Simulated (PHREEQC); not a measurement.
A column of 0.2 m (40 cells, dispersivity 0.007 m, 60 s a shift, diffusion coefficient 3e-10 m²/s) holds 0.005 eq of the database's cation exchanger X per kg of pore water, first in equilibrium with 0.024 mol/kgw MgSO4, 0.0056 mol/kgw MgCl2 and 1e-05 mol/kgw HCl. It is flushed with 0.0023 mol CaCl2, 0.0048 mol NaCl and 1e-05 mol HCl per kg of water, at 15 °C. Values are for the last cell. No CO2 enters from the air. Precipitation was switched off in this run.

The numbers come from PHREEQC with the ion-association model, phreeqc.dat.

**Question.** Predict Ca in solution (mol/kgw), S in solution (mol/kgw) at pore volumes = 1.387, 1.512, 3.638.

**Answer.** 
| pore volumes | Ca in solution (mol/kgw) | S in solution (mol/kgw) |
|---|---|---|
| 1.387 | 0.000327 | 0.00201 |
| 1.512 | 0.000359 | 0.00104 |
| 3.638 | 0.00229 | 9.78e-10 |

Complexes and solids missing from the database can't appear.
